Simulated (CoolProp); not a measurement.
Carbonyl sulfide along the isotherm 364.3 K: density (kg/m³) from the reference equation and from simpler models built on Tc = 378.8 K, pc = 6.369 MPa, ω = 0.098; each cubic takes its own stable root.

Computed with CoolProp (reference Helmholtz-energy equation of state, Lemmon 2006). It is a short technical equation, of lower accuracy than the large ones.

```
p (MPa)   phase  reference
-------  ------  ---------
0.0503      gas      1.001
0.115       gas      2.297
0.261       gas      5.259
0.594       gas      12.22
1.35        gas      29.28
3.07        gas      77.97
7        liquid      766.6
15.9     liquid      861.4
```

Question: How far does each simpler model (van der Waals, Soave-Redlich-Kwong) lie from the reference over these 8 states: mean and median of the absolute difference, and the worst?

Answer: 
- van der Waals: mean 8.4 %, median 0.9 %, worst -32.7 % at 364.3 K and 7 MPa
- Soave-Redlich-Kwong: mean 2.8 %, median 0.1 %, worst -13.5 % at 364.3 K and 7 MPa
